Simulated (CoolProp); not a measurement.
Computed with CoolProp (reference Helmholtz-energy equation of state, Gao 2022).

**Question.** For n-perfluorohexane, give the phase and the Z, cp (kJ/(kg K)), cv (kJ/(kg K)), fugacity coefficient at 370.2 K and 0.101 MPa.

**Answer.** 
- 370.2 K and 0.101 MPa: gas; Z 0.959, cp 0.927, cv 0.897, fugacity coefficient 0.961
